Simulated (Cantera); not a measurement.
An isothermal, constant-pressure homogeneous reactor starts with NH3 : H2 = 1 : 0.12 (molar parts), at 1875 K and 0.0263 atm. Integrator tolerance rtol = 1e-08.

Cantera simulation using the gas-phase N/H chemistry of the illustrative SiF4/NH3 mechanism in the Surface Chemkin manual (1991); the numbers are that mechanism's predictions, not measurements. Walls and surfaces, which speed up NH3 decomposition in real reactors, are not modelled.

What does this change do: temperature 1875 to 1275 K?


| quantity | before | after |
|---|---|---|
| x(NH3) at 50.0 s | 4.69e-5 (gas-phase equilibrium 2.14e-7) | 0.892 (gas-phase equilibrium 1.17e-6) |
| x(H2) at 50.0 s | 0.761 (gas-phase equilibrium 0.761) | 0.108 (gas-phase equilibrium 0.764) |
| x(NH2) at 50.0 s | 6.00e-7 (gas-phase equilibrium 2.75e-9) | 5.42e-6 (gas-phase equilibrium 1.06e-11) |
| x(N2H2) at 50.0 s | 1.23e-11 (gas-phase equilibrium <1e-12) | 8.30e-8 (gas-phase equilibrium <1e-12) |
| x(N) at 50.0 s | 8.43e-8 (gas-phase equilibrium 3.90e-10) | 4.03e-11 (gas-phase equilibrium <1e-12) |
| x(N2H4) at 50.0 s | <1e-12 (gas-phase equilibrium <1e-12) | 4.40e-9 (gas-phase equilibrium <1e-12) |
| x(N2) at 50.0 s | 0.235 (gas-phase equilibrium 0.235) | 0.000196 (gas-phase equilibrium 0.236) |
